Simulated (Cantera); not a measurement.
Input: 1 mol CH₂F₂, 2.8 mol F₂, at 3025 °C and 3.70 Pa.

Method: chemical equilibrium by Gibbs-energy minimisation in Cantera with the NASA 1993 tables (ideal gas, pure condensed phases). Candidate condensed phases: C, C₆H₆, C₇H₈, C₈H₁₈; 95 gas species. Kinetics and transport are ignored.

Base state: F 0.716, H 0.186, C 0.0931, HF 0.00368, CF 0.000748, C₂ 0.000432, C₃ 2.07e-5 (mole fractions); condensed: gas only.

What changes in the equilibrium state with this change: pressure from 3.70 Pa to 2.30 mbar?


| species | before | after |
|---|---|---|
| F | 0.716 | 0.695 |
| HF | 0.00368 | 0.120 |
| H | 0.186 | 0.100 |
| C | 0.0931 | 0.0458 |
| CF | 0.000748 | 0.0222 |
| C₄ | <1e-9 | 1.11e-5 |
| CF₂ | 1.55e-7 | 0.000278 |
| C₂H | 1.71e-7 | 8.63e-5 |
